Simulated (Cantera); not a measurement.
## SiH2Cl2 + O2 (silicon oxide and oxynitride deposition)

Charge: 1 mol SiH2Cl2, 1.3 mol O2, held at 22.0 Pa.

Method: chemical equilibrium by Gibbs-energy minimisation in Cantera with the NASA 1993 tables (ideal gas, pure condensed phases). Candidate condensed phases: H2O, Si, SiO2; 30 gas species. The tables hold silica as quartz up to 1696 K and as liquid above; real silica turns to tridymite and cristobalite and melts near 1996 K. Equilibrium is a limit: real reactors are often held back by kinetics, nucleation or transport.

From 602 °C to 952 °C the condensed part is SiO2(β-quartz).

```tsv
T (°C)	x HCl	x O2	x H2O	x Cl2	x Cl	x OH	x ClO	n SiO2(β-quartz)
602	0.786	0.107	0.0531	0.0527	0.000713	3.57e-8	3.17e-7	1.00
652	0.800	0.111	0.0440	0.0432	0.00162	1.10e-7	6.21e-7	1.00
702	0.810	0.114	0.0374	0.0357	0.00337	3.00e-7	1.13e-6	1.00
752	0.816	0.116	0.0326	0.0293	0.00646	7.48e-7	1.90e-6	1.00
802	0.818	0.117	0.0295	0.0237	0.0115	1.73e-6	2.99e-6	1.00
852	0.818	0.117	0.0280	0.0186	0.0189	3.79e-6	4.39e-6	1.00
902	0.813	0.116	0.0282	0.0139	0.0287	7.96e-6	6.01e-6	1.00
952	0.805	0.115	0.0302	0.00983	0.0408	1.62e-5	7.69e-6	1.00
```
x: gas mole fraction; n: condensed amount in mol.
